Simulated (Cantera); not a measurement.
Mixture: CH₄ : O₂ : N₂ = 1 : 1.25 : 4.7 (molar parts), equivalence ratio 1.6, at 6.90 bar, adiabatic and at constant pressure. Ignition delay is the time to a rise of 400 K.

Cantera simulation using GRI-Mech 3.0 (53 species, 325 reactions); the numbers are that mechanism's predictions, not measurements.

Question: Predict: delay at 1200 K; delay at 1300 K; delay at 1400 K; delay at 1500 K; delay at 1600 K; delay at 1700 K; apparent activation energy between 1500 and 1700 K.

Answer: 
| Quantity | Result |
|---|---|
| delay at 1200 K | 9.14 ms |
| delay at 1300 K | 2.73 ms |
| delay at 1400 K | 0.896 ms |
| delay at 1500 K | 0.319 ms |
| delay at 1600 K | 0.122 ms |
| delay at 1700 K | 51.2 µs |
| apparent activation energy between 1500 and 1700 K | 190 kJ/mol |
